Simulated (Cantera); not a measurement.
Mixture: C3H8 : O2 : N2 = 1 : 7.81 : 54.7 (molar parts), equivalence ratio 0.64, at 2780 Torr, adiabatic and at constant volume. Ignition delay is the time to a rise of 400 K.

Computed with Cantera and GRI-Mech 3.0 (53 species, 325 reactions). GRI-Mech 3.0 was tuned for natural gas; its chemistry of propane as a main component is partial and can be far from experiment.

What does this change do: constant pressure in place of constant volume?


```json
[
 {"quantity": "delay at 1100 K", "before": "33.5 ms", "after": "34.4 ms"},
 {"quantity": "delay at 1175 K", "before": "6.97 ms", "after": "7.23 ms"},
 {"quantity": "delay at 1250 K", "before": "1.62 ms", "after": "1.70 ms"},
 {"quantity": "delay at 1325 K", "before": "0.445 ms", "after": "0.471 ms"},
 {"quantity": "delay at 1400 K", "before": "0.148 ms", "after": "0.158 ms"},
 {"quantity": "delay at 1475 K", "before": "58.7 µs", "after": "64.3 µs"},
 {"quantity": "delay at 1550 K", "before": "27.7 µs", "after": "31.4 µs"},
 {"quantity": "apparent activation energy between 1400 and 1550 K", "before": "200 kJ/mol", "after": "190 kJ/mol"}
]
```

What does this change do: pressure from 2780 Torr to 3750 Torr?


```json
[
 {"quantity": "delay at 1100 K", "before": "33.5 ms", "after": "26.6 ms"},
 {"quantity": "delay at 1175 K", "before": "6.97 ms", "after": "5.78 ms"},
 {"quantity": "delay at 1250 K", "before": "1.62 ms", "after": "1.38 ms"},
 {"quantity": "delay at 1325 K", "before": "0.445 ms", "after": "0.383 ms"},
 {"quantity": "delay at 1400 K", "before": "0.148 ms", "after": "0.127 ms"},
 {"quantity": "delay at 1475 K", "before": "58.7 µs", "after": "50.1 µs"},
 {"quantity": "delay at 1550 K", "before": "27.7 µs", "after": "23.3 µs"},
 {"quantity": "apparent activation energy between 1400 and 1550 K", "before": "200 kJ/mol", "after": "200 kJ/mol"}
]
```
